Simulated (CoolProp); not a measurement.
R1336mzz(E) along the isobar 40.3 bar: Z from the reference equation and from simpler models built on Tc = 403.5 K, pc = 27.79 bar, ω = 0.413; each cubic takes its own stable root.

The numbers come from the reference Helmholtz-energy equation of state, Akasaka 2023 in CoolProp.

```
T (K)          phase  reference
-----  -------------  ---------
271.9         liquid     0.2071
289.2         liquid     0.2012
306.5         liquid     0.1969
323.7         liquid     0.1943
341           liquid     0.1935
358.2         liquid     0.1951
375.5         liquid     0.2002
392.7         liquid     0.2116
410    supercritical     0.2407
```

Task: How far does each simpler model (van der Waals, Redlich-Kwong) lie from the reference over these 9 states: mean and median of the absolute difference, and the worst?

Result: 
- van der Waals: mean 63.9 %, median 67.0 %, worst +71.0 % at 271.9 K and 40.3 bar
- Redlich-Kwong: mean 22.3 %, median 22.4 %, worst +25.4 % at 392.7 K and 40.3 bar
